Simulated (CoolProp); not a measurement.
Nitrogen along the isobar 2610 kPa: fugacity coefficient from the reference equation and from simpler models built on Tc = -147.0 °C, pc = 3396 kPa, ω = 0.037; each cubic takes its own stable root.

The numbers come from the reference Helmholtz-energy equation of state, Span 2000 in CoolProp.

| T (°C) | phase | reference |
|---|---|---|
| -204.35 | liquid | 0.01407 |
| -193.35 | liquid | 0.05557 |
| -182.35 | liquid | 0.1488 |
| -171.35 | liquid | 0.3074 |
| -160.35 | liquid | 0.5274 |
| -149.35 | gas | 0.7339 |
| -138.35 | gas | 0.7975 |
| -127.35 | gas | 0.8418 |
| -116.35 | gas | 0.8746 |
| -105.35 | gas | 0.8996 |

How far does each simpler model (Redlich-Kwong, Soave-Redlich-Kwong, Peng-Robinson) lie from the reference over these 10 states: mean and median of the absolute difference, and the worst?


- Redlich-Kwong: mean 4.5 %, median 0.8 %, worst -26.5 % at -204.35 °C and 2610 kPa
- Soave-Redlich-Kwong: mean 0.7 %, median 0.5 %, worst -2.2 % at -204.35 °C and 2610 kPa
- Peng-Robinson: mean 2.0 %, median 2.1 %, worst -3.2 % at -149.35 °C and 2610 kPa
